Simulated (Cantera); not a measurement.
Cantera with NASA thermochemical tables; ideal gases at 1 bar, condensed phases pure. Values are per mole of reaction as written; species without (g) are pure solids or liquids, kept so even where they would boil at 1 bar.

MgBr2 + H2(g) ⇌ Mg(g) + 2 HBr(g)

```tsv
T (K)	ΔH° (kJ)	ΔS° (J/K)	ΔG° (kJ)	log10 K	condensed phases
300	598.4	298.1	509.0	-88.63	MgBr2(s)
400	?	?	?	?	MgBr2(s)
550	?	?	?	?	MgBr2(s)
700	?	?	?	?	MgBr2(s)
850	?	?	?	?	MgBr2(s)
1000	537.9	222.8	315.1	-16.46	MgBr2(l)
1150	530.6	216.0	282.2	-12.82	MgBr2(l)
```

**Question.** What belongs in the gaps?

**Answer.** 
- 400, ΔH° (kJ): 595.9
- 400, ΔS° (J/K): 290.8
- 400, ΔG° (kJ): 479.6
- 400, log10 K: -62.63
- 550, ΔH° (kJ): 591.6
- 550, ΔS° (J/K): 281.6
- 550, ΔG° (kJ): 436.7
- 550, log10 K: -41.47
- 700, ΔH° (kJ): 587.0
- 700, ΔS° (J/K): 274.3
- 700, ΔG° (kJ): 395.0
- 700, log10 K: -29.47
- 850, ΔH° (kJ): 582.4
- 850, ΔS° (J/K): 268.3
- 850, ΔG° (kJ): 354.3
- 850, log10 K: -21.77
